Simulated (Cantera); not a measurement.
A Cantera script and what it prints.

```python
import numpy as np
import cantera as ct

gas_names = """
    Br Br2 H HBr H2 Si SiBr SiBr2 SiBr3 SiBr4 SiH SiHBr3 SiH2 SiH2Br2 SiH3 SiH3Br SiH4 Si2 Si3
""".split()
cond_names = """
    Br2(cr) Br2(L) Si(cr) Si(L)
""".split()


# ... load() reads the species with a 1 bar reference pressure and builds the phases ...
atoms = {
    'Si': {'Si': 1},
    'HBr': {'H': 1, 'Br': 1},
    'H2': {'H': 2},
}
top_T = {}  # K; cautious upper limits of use, not melting points


# ... equilibrate(T, P, feed) seeds the gas with the atoms and calls Mixture.equilibrate('TP', solver="vcs", rtol=1e-11, max_steps=5000) ...
results = []
feed = {'Si': 1, 'HBr': 6.5, 'H2': 0.45}  # mol
T = 1200  # K
P = 28000  # Pa
mix = equilibrate(T, P, feed)
results.append((T, P, feed, dict(zip(mix.species_names, mix.species_moles))))
x = sorted(zip(gas.X, gas.species_names), reverse=True)
print(f"T = {T:g} K  P = {P:g} Pa  gas = {mix.phase_moles(0):.4g} mol")
print("   x: " + "  ".join(f"{s} {v:.3e}" for v, s in x if v > 0.0001))
print("   condensed (mol): " + ("  ".join(f"{mix.phase(i).name} {mix.phase_moles(i):.4g}"
      for i in range(1, mix.n_phases) if mix.phase_moles(i) > 1e-12) or "none"))
```

Output:

```
T = 1200 K  P = 28000 Pa  gas = 5.961 mol
   x: HBr 4.254e-01  H2 4.068e-01  SiBr4 1.627e-01  SiHBr3 2.544e-03  SiBr3 1.527e-03  SiBr2 9.762e-04  Br 1.030e-04
   condensed (mol): none
```

Cantera equilibrium calculation (NASA polynomials, part measured and part estimated; ideal gas, pure solids and liquids). The tables' values for SiBr3 are old estimates; treat these amounts as uncertain.
